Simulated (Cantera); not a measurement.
A perfectly stirred reactor is fed with 11.0 % C2H6, 89.0 % H2, at 1.00 bar; it is held at 1675 K, and followed from long to short residence time.

Cantera simulation using GRI-Mech 3.0 (53 species, 325 reactions); the numbers are that mechanism's predictions, not measurements. GRI-Mech 3.0 stops at C3 and has no aromatics, soot or wall deposition, so with more carbon than oxygen in the feed, carbon stays in small species such as C2H2 where larger ones or solid carbon would form.

Question: Predict: x(C2H6) at τ = 14.0 s; x(H2) at τ = 14.0 s; x(CH3) at τ = 14.0 s; x(C2H2) at τ = 14.0 s; x(C2H4) at τ = 14.0 s; x(C2H6) at τ = 0.350 s; x(H2) at τ = 0.350 s; x(CH3) at τ = 0.350 s; x(C2H2) at τ = 0.350 s; x(C2H4) at τ = 0.350 s.

Answer: 
- x(C2H6) at τ = 14.0 s = 9.27e-6
- x(H2) at τ = 14.0 s = 0.888
- x(CH3) at τ = 14.0 s = 9.03e-5
- x(C2H2) at τ = 14.0 s = 0.0719
- x(C2H4) at τ = 14.0 s = 0.00377
- x(C2H6) at τ = 0.350 s = 2.66e-5
- x(H2) at τ = 0.350 s = 0.881
- x(CH3) at τ = 0.350 s = 0.000129
- x(C2H2) at τ = 0.350 s = 0.0671
- x(C2H4) at τ = 0.350 s = 0.00363
